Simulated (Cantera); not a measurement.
**Low-pressure radical oxidation in H2/O2**

An isothermal, constant-pressure homogeneous reactor starts with 5.48 % H2, 94.5 % O2, equivalence ratio 0.029, at 1025 K and 1330 Pa.

Detailed kinetics in Cantera: the H2/O2 subset of GRI-Mech 3.0, which has no nitrogen chemistry. Radical loss at walls, strong at low pressure, is not modelled. The temperature is held fixed by assumption; the heat of reaction is taken as removed at once.

| t (s) | x H2 | x O2 | x H2O2 | x H | x O |
|---|---|---|---|---|---|
| 6.00e-6 | 0.0548 | 0.945 | <1e-12 | 5.73e-12 | <1e-12 |
| 1.91e-5 | 0.0548 | 0.945 | <1e-12 | 1.73e-11 | 1.45e-12 |
| 6.05e-5 | 0.0548 | 0.945 | <1e-12 | 4.90e-11 | 1.31e-11 |
| 0.000192 | 0.0548 | 0.945 | <1e-12 | 1.44e-10 | 1.08e-10 |
| 0.000610 | 0.0548 | 0.945 | <1e-12 | 8.79e-10 | 1.21e-9 |
| 0.00194 | 0.0548 | 0.945 | 1.97e-12 | 1.07e-7 | 1.66e-7 |
| 0.00615 | 0.0133 | 0.921 | 3.28e-7 | 0.0140 | 0.0157 |
| 0.0195 | 0.000630 | 0.928 | 1.05e-7 | 0.00398 | 0.0130 |
| 0.0620 | 0.000119 | 0.941 | 1.01e-7 | 0.000317 | 0.00255 |
| 0.197 | 1.26e-5 | 0.943 | 7.00e-8 | 1.15e-5 | 0.000283 |
| 0.625 | 1.32e-6 | 0.944 | 3.22e-8 | 4.43e-7 | 3.23e-5 |
| 1.98 | 1.84e-7 | 0.944 | 1.19e-8 | 2.62e-8 | 4.89e-6 |
| 6.30 | 3.46e-8 | 0.944 | 4.06e-9 | 2.36e-9 | 9.83e-7 |
| 20.0 | 8.05e-9 | 0.944 | 1.35e-9 | 2.81e-10 | 2.38e-7 |
x: mole fraction; the columns are a selection and need not sum to one.

Equilibrium at this temperature and pressure: H2 9.15e-11, O2 0.944, H2O2 2.43e-11, H <1e-12, O 2.79e-9 (gas phase only).
